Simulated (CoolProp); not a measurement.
Saturated liquid density (kg/m³) of R152A: the reference equation beside estimates from Tc = 113.3 °C, pc = 4517 kPa, ω = 0.275. Rackett uses Z = 0.29056 − 0.08775 ω.

The numbers come from the reference Helmholtz-energy equation of state, Outcalt 1996 in CoolProp. It is a modified Benedict-Webb-Rubin equation, recast in Helmholtz form.

| T (°C) | reference | Rackett | Redlich-Kwong |
|---|---|---|---|
| 21.55 | 908.1 | 837.8 | 713.3 |
| 26.75 | 895.0 | 825.8 | 700.4 |
| 31.85 | 881.8 | 813.6 | 687.2 |
| 37.05 | 867.8 | 800.8 | 673.4 |
| 42.25 | 853.4 | 787.6 | 659.0 |
| 47.35 | 838.7 | 774.2 | 644.3 |
| 52.55 | 823.0 | 760.0 | 628.7 |
| 57.65 | 807.0 | 745.5 | 612.8 |
| 62.85 | 789.9 | 729.9 | 595.7 |
| 68.05 | 771.7 | 713.6 | 577.8 |
| 73.15 | 752.8 | 696.6 | 559.2 |
| 78.35 | 732.1 | 678.1 | 539.1 |

Absolute difference from the reference over all 12 rows, mean and median: Rackett 7.6 and 7.7 %, Redlich-Kwong 23.6 and 23.4 %.
